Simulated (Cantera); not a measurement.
A closed system holds: 1 mol FeS2, 0.11 mol SO2, a varied amount of H2O, held at 727 °C and 100 Torr.

Equilibrium computed with Cantera from the NASA thermochemical tables; the gas is ideal and each condensed phase is pure. Candidate condensed phases: Fe, FeO, Fe(OH)2, Fe(OH)3, FeS, FeSO4, FeS2, Fe2O3, Fe2(SO4)3, Fe3O4, H2O, H2SO4, S; 22 gas species. FeS: taken at fixed stoichiometry. Gases not in the tables: S3 to S7. Rates play no part.

At 4 mol H2O, list the 5 most abundant gas species with their mole fractions, and the condensed phases.

H2O 0.797, H2S 0.0789, SO2 0.0669, S2 0.0487, H2 0.00720. Condensed: FeS(s).
